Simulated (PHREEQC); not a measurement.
NaOH is added in steps, without added water, to 1 kg of water holding 0.021 mol/kgw HF, 0.082 mol/kgw (CH3)4NF and 9e-05 mol/kgw HCl, at 25 °C. Oxygen is held at 0.21 atm. The system is closed to CO2. Only these solids could form: Halite.

Base run: PHREEQC, ion-association model, wateq4f.dat. Each further column changes one thing. The table gives pH.

| NaOH added (mol) | base | all activity coefficients set to 1 | Davies equation for every ion | database phreeqc.dat | Debye-Hückel limiting law |
|---|---|---|---|---|---|
| 0 | 3.77 | 3.88 | 3.78 | 3.74 | 3.74 |
| 0.0045 | 3.90 | 4.01 | 3.91 | 3.88 | 3.87 |
| 0.009 | 4.06 | 4.18 | 4.07 | 4.04 | 4.03 |
| 0.0135 | 4.29 | 4.41 | 4.30 | 4.28 | 4.25 |
| 0.018 | 4.70 | 4.82 | 4.71 | 4.69 | 4.67 |
| 0.0225 | 11.03 | 11.15 | 11.04 | 11.03 | 10.99 |
| 0.027 | 11.65 | 11.77 | 11.66 | 11.65 | 11.60 |
| 0.0315 | 11.90 | 12.02 | 11.91 | 11.89 | 11.85 |
| 0.036 | 12.05 | 12.17 | 12.06 | 12.04 | 12.00 |

(CH3)4N+ isn't in the database: it is added as a free cation with an ion size of 4 Å. phreeqc.dat and wateq4f.dat share most of their constants, so their agreement is no independent check.
